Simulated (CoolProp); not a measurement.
A Linde-Hampson liquefier for methane: isothermal reversible compression at 280 K from 1 atm to 20 MPa, throttling to 1 atm, return gas leaving the recuperator 5 K below the feed. Each further row changes one setting.

The numbers come from the reference Helmholtz-energy equation of state, Setzmann 1991 in CoolProp.

```csv
case,liquid yield per pass,compression work (kJ/kg of gas)
as stated,0.229,714
high pressure 40 MPa,0.278,803
warm-end temperature 310 K,0.167,811
warm-end gap 10 K,0.219,714
```
